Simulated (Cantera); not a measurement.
Mixture: CH₄ : O₂ : N₂ = 1 : 3.17 : 11.9 (molar parts), at 1.00 bar, adiabatic and at constant pressure. Ignition delay is the time to a rise of 400 K.

Model: GRI-Mech 3.0 (53 species, 325 reactions), integrated in Cantera.

```
quantity                                                before       after
--------------------------------------------------  ----------  ----------
delay at 1000 K                                        0.875 s     26.2 ms
delay at 1200 K                                        35.9 ms     1.27 ms
delay at 1400 K                                        2.79 ms    0.150 ms
delay at 1600 K                                       0.420 ms     27.1 µs
delay at 1800 K                                       0.109 ms     6.54 µs
apparent activation energy between 1700 and 1900 K  160 kJ/mol  170 kJ/mol
```

Which change was made?
A) O2 3.17 to 1.8 parts
B) pressure from 1.00 bar to 29.0 bar
C) pressure from 1.00 bar to 3.30 bar
D) pressure from 1.00 bar to 10.0 bar

B, pressure from 1.00 bar to 29.0 bar
